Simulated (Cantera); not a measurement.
A closed system holds: 1 mol (CH₃)₂SiCl₂, 0.46 mol C₂H₂, 140 mol H₂, at 550 Pa.

These are equilibrium values from Cantera (NASA tables, ideal gas, pure condensed phases), not measurements of a reactor. Candidate condensed phases: C, C₆H₆, C₇H₈, C₈H₁₈, Si, SiC; 109 gas species. The feed counts by its element totals alone. The tables' values for SiCl are old estimates; treat these amounts as uncertain. Gases not in the tables: Si₂H₆ and higher silanes. Equilibrium is a limit: real reactors are often held back by kinetics, nucleation or transport.

log p: log10 of the partial pressure in bar; n: condensed amount in mol.

```tsv
T (K)	log p H₂	log p H	log p HCl	log p Si	n C(graphite)	n SiC(s)
1675	-2.27	-5.07	-4.12	-8.23	1.90	0.998
1750	-2.27	___	-4.12	___	1.89	0.997
1825	-2.27	___	-4.12	___	1.86	0.994
1900	-2.27	-4.24	-4.13	-6.33	1.83	0.982
1975	-2.27	-4.00	-4.13	-5.79	1.79	0.946
2050	-2.28	-3.78	-4.14	-5.29	1.77	0.834
2125	-2.29	-3.58	-4.15	-4.83	1.87	0.510
2200	-2.30	-3.40	-4.17	-4.53	2.02	0
```

Q: Complete the blanks.

A: 
- 1750, log p H: -4.77
- 1750, log p Si: -7.54
- 1825, log p H: -4.49
- 1825, log p Si: -6.91
